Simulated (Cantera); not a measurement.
Iron carbonyl, mercury and lead vapours: Hg + H2

Charge: 1 mol Hg, 3.9 mol H2, held at 1 atm.

Cantera equilibrium calculation (NASA polynomials, part measured and part estimated; ideal gas, pure solids and liquids). Candidate condensed phases: Hg; 3 gas species. Rates play no part.

From 498 K to 548 K the condensed part is Hg(l). From 598 K to 798 K nothing is condensed. The main Hg-bearing gas is Hg throughout.

```
T (K)   x H2    x Hg  n Hg(l)
-----  -----  ------  -------
498    0.952  0.0484    0.802
548    0.819   0.181    0.138
598    0.796   0.204        0
648    0.796   0.204        0
698    0.796   0.204        0
748    0.796   0.204        0
798    0.796   0.204        0
```
x: gas mole fraction; n: condensed amount in mol.
